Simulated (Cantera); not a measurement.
A perfectly stirred reactor is fed with NO : N2 = 1 : 6.7 (molar parts), at 0.0140 bar; it is held at 2123 K, and followed from long to short residence time.

Computed with Cantera and GRI-Mech 3.0 (53 species, 325 reactions). Radical loss at walls, strong at low pressure, is not modelled.

Predict: x(NO) at τ = 3.10 s; x(O) at τ = 3.10 s; x(N2) at τ = 3.10 s; x(O2) at τ = 3.10 s; x(N2O) at τ = 3.10 s; x(NO) at τ = 11.0 ms; x(O) at τ = 11.0 ms; x(N2) at τ = 11.0 ms; x(O2) at τ = 11.0 ms; x(N2O) at τ = 11.0 ms.


| Property | Value |
|---|---|
| x(NO) at τ = 3.10 s | 0.0912 |
| x(O) at τ = 3.10 s | 0.00182 |
| x(N2) at τ = 3.10 s | 0.889 |
| x(O2) at τ = 3.10 s | 0.0183 |
| x(N2O) at τ = 3.10 s | 2.93e-6 |
| x(NO) at τ = 11.0 ms | 0.130 |
| x(O) at τ = 11.0 ms | 1.01e-5 |
| x(N2) at τ = 11.0 ms | 0.870 |
| x(O2) at τ = 11.0 ms | 5.39e-7 |
| x(N2O) at τ = 11.0 ms | 3.84e-6 |
